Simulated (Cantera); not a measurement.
Mixture: CH₄ : O₂ : N₂ = 1 : 1.54 : 5.78 (molar parts), at 500000 Pa, adiabatic and at constant volume. Ignition delay is the time to a rise of 400 K.

Model: GRI-Mech 3.0 (53 species, 325 reactions), integrated in Cantera.

Question: Predict: delay at 1473 K; delay at 1548 K; delay at 1623 K; delay at 1698 K; delay at 1773 K; apparent activation energy between 1623 and 1773 K.

Answer: 
| Property | Result |
|---|---|
| delay at 1473 K | 0.459 ms |
| delay at 1548 K | 0.217 ms |
| delay at 1623 K | 0.109 ms |
| delay at 1698 K | 57.7 µs |
| delay at 1773 K | 32.6 µs |
| apparent activation energy between 1623 and 1773 K | 190 kJ/mol |
